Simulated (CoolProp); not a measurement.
Aqueous sodium chloride as a coolant, 10 % by mass, freezing at -6.6 °C, 1 atm.

Model: Melinder's fits for secondary coolants, in CoolProp.

| T (°C) | viscosity (mPa s) | conductivity (W/(m K)) | cp (kJ/(kg K)) | density (kg/m³) |
|---|---|---|---|---|
| -4.7 | 2.41 | 0.548 | 3.679 | 1078 |
| 2.5 | 1.92 | 0.560 | ? | 1076 |
| 9.7 | 1.55 | 0.572 | 3.706 | 1074 |
| 16.9 | 1.29 | ? | 3.718 | 1072 |
| 24 | 1.09 | ? | 3.728 | 1069 |
| 31.2 | 0.938 | ? | 3.737 | ? |
| 38.4 | 0.825 | 0.618 | 3.744 | 1063 |

Complete the blanks.


- 2.5, cp (kJ/(kg K)): 3.693
- 16.9, conductivity (W/(m K)): 0.584
- 24, conductivity (W/(m K)): 0.595
- 31.2, conductivity (W/(m K)): 0.607
- 31.2, density (kg/m³): 1066
